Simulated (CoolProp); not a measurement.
Properties of cyclopropane along the isotherm 473 K.

Values from CoolProp's reference Helmholtz-energy equation of state, Polt 1992. This equation is an older, rougher fit.

```json
[
 {"p (kPa)": "280", "phase": "gas", "cp (kJ/(kg K))": "2.160", "isothermal compressibility (1/MPa)": "3.609"},
 {"p (kPa)": "561", "phase": "gas", "cp (kJ/(kg K))": "2.176", "isothermal compressibility (1/MPa)": "1.821"},
 {"p (kPa)": "841", "phase": "gas", "cp (kJ/(kg K))": "[?]", "isothermal compressibility (1/MPa)": "1.228"},
 {"p (kPa)": "1120", "phase": "gas", "cp (kJ/(kg K))": "2.210", "isothermal compressibility (1/MPa)": "0.9327"},
 {"p (kPa)": "1400", "phase": "gas", "cp (kJ/(kg K))": "2.228", "isothermal compressibility (1/MPa)": "[?]"},
 {"p (kPa)": "1680", "phase": "gas", "cp (kJ/(kg K))": "[?]", "isothermal compressibility (1/MPa)": "[?]"},
 {"p (kPa)": "1960", "phase": "gas", "cp (kJ/(kg K))": "2.266", "isothermal compressibility (1/MPa)": "0.5521"},
 {"p (kPa)": "2240", "phase": "gas", "cp (kJ/(kg K))": "2.287", "isothermal compressibility (1/MPa)": "0.4890"},
 {"p (kPa)": "2520", "phase": "gas", "cp (kJ/(kg K))": "[?]", "isothermal compressibility (1/MPa)": "0.4402"},
 {"p (kPa)": "2800", "phase": "gas", "cp (kJ/(kg K))": "2.331", "isothermal compressibility (1/MPa)": "0.4013"}
]
```

Problem. Some entries are withheld; supply them.

Solution. 
- 841, cp (kJ/(kg K)): 2.193
- 1400, isothermal compressibility (1/MPa): 0.7548
- 1680, cp (kJ/(kg K)): 2.247
- 1680, isothermal compressibility (1/MPa): 0.6364
- 2520, cp (kJ/(kg K)): 2.309
